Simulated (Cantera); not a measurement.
An adiabatic, constant-volume homogeneous reactor starts with 6.17 % CH₄, 12.3 % O₂, 81.5 % N₂, at 1475 K and 11.0 bar.

Computed with Cantera and GRI-Mech 3.0 (53 species, 325 reactions).

x: mole fraction; the columns are a selection and need not sum to one.

```tsv
t (s)	T (K)	P (bar)	x CH₄	x O₂	x NO₂	x CH₂O	x C₂H₆	x CO₂
1.00e-6	1475	11.0	0.0617	0.123	<1e-12	7.55e-9	2.68e-11	<1e-12
3.16e-6	1475	11.0	0.0617	0.123	<1e-12	8.56e-8	1.02e-9	7.85e-12
1.00e-5	1475	11.0	0.0617	0.123	<1e-12	1.15e-6	5.20e-8	3.30e-10
3.16e-5	1475	11.0	0.0617	0.123	<1e-12	…	…	…
0.000100	1477	11.0	0.0612	0.123	<1e-12	0.000198	9.90e-5	6.41e-7
0.000316	1544	11.5	0.0516	0.116	1.45e-11	0.00192	0.00132	9.25e-5
0.00100	2793	21.1	<1e-12	0.00671	3.53e-6	9.21e-10	<1e-12	0.0436
0.00316	2793	21.1	<1e-12	0.00665	3.62e-6	9.24e-10	<1e-12	0.0436
0.0100	2793	21.1	<1e-12	0.00665	3.62e-6	9.24e-10	<1e-12	0.0436
0.0316	2793	21.1	<1e-12	0.00665	3.62e-6	9.24e-10	<1e-12	0.0436
0.100	2793	21.1	<1e-12	0.00665	3.62e-6	9.24e-10	<1e-12	0.0436
0.316	2793	21.1	<1e-12	0.00665	3.62e-6	9.24e-10	<1e-12	0.0436
1.00	2793	21.1	<1e-12	0.00665	3.62e-6	9.24e-10	<1e-12	0.0436
```

**Question.** Fill in the missing entries.

**Answer.** 
- 3.16e-5, x CH₂O: 1.92e-5
- 3.16e-5, x C₂H₆: 3.87e-6
- 3.16e-5, x CO₂: 2.17e-8
